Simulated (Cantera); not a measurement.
A closed system holds: 1 mol PbO, 950 mol H₂, equilibrated at 1575 °C and 0.110 bar.

These are equilibrium values from Cantera (NASA tables, ideal gas, pure condensed phases), not measurements of a reactor. Candidate condensed phases: H₂O, Pb, PbO, PbO₂, Pb₃O₄; 12 gas species. Kinetics and transport are ignored.

Base state: H₂ 0.996, H 0.00160, Pb 0.00105, H₂O 0.00105 (mole fractions); condensed: gas only.

### Question
What changes in the equilibrium state with this change: PbO replaced by Fe₃O₄?

### Answer
| species | before | after |
|---|---|---|
| H₂ | 0.996 | 0.994 |
| H₂O | 0.00105 | 0.00420 |
| H | 0.00160 | 0.00159 |
| Pb | 0.00105 | 0 |
| Fe | 0 | 0.000518 |
| Fe(l), mol | 0 | 2.51 |
Further candidate phases: Fe, FeO, Fe(OH)₂, Fe(OH)₃, Fe₂O₃, Fe₃O₄.
